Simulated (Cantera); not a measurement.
A closed system holds: 1 mol C₂H₂, a varied amount of O₂, 11 mol H₂, at 2025 °C and 0.100 bar.

Cantera equilibrium calculation (NASA polynomials, part measured and part estimated; ideal gas, pure solids and liquids). Candidate condensed phases: C, C₆H₆, C₇H₈, C₈H₁₈, H₂O; 110 gas species. Rates play no part.

At 0.83 mol O₂, list the 4 most abundant gas species with their mole fractions, and the condensed phases.

H₂ 0.849, CO 0.120, H 0.0279, C₂H₂ (acetylene) 0.00363. Condensed: C(graphite).
